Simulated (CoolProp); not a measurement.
Normal hydrogen along the isobar 45.6 bar: Z from the reference equation and from simpler models built on Tc = 33.1 K, pc = 12.96 bar, ω = -0.219; each cubic takes its own stable root.

Model: reference Helmholtz-energy equation of state, Leachman 2009, in CoolProp.

| T (K) | phase | reference |
|---|---|---|
| 24.4 | liquid | 0.6290 |
| 47.9 | supercritical | 0.6789 |
| 71.4 | supercritical | 0.9309 |
| 94.9 | supercritical | 0.9975 |
| 118.4 | supercritical | 1.020 |
| 142 | supercritical | 1.029 |
| 165.5 | supercritical | 1.032 |
| 189 | supercritical | 1.032 |
| 212.5 | supercritical | 1.032 |
| 236 | supercritical | 1.031 |
| 259.5 | supercritical | 1.029 |

**Question.** How far does each simpler model (Soave-Redlich-Kwong, Peng-Robinson) lie from the reference over these 11 states: mean and median of the absolute difference, and the worst?

**Answer.** 
- Soave-Redlich-Kwong: mean 1.5 %, median 0.8 %, worst -7.5 % at 24.4 K and 45.6 bar
- Peng-Robinson: mean 5.0 %, median 3.4 %, worst -17.4 % at 24.4 K and 45.6 bar
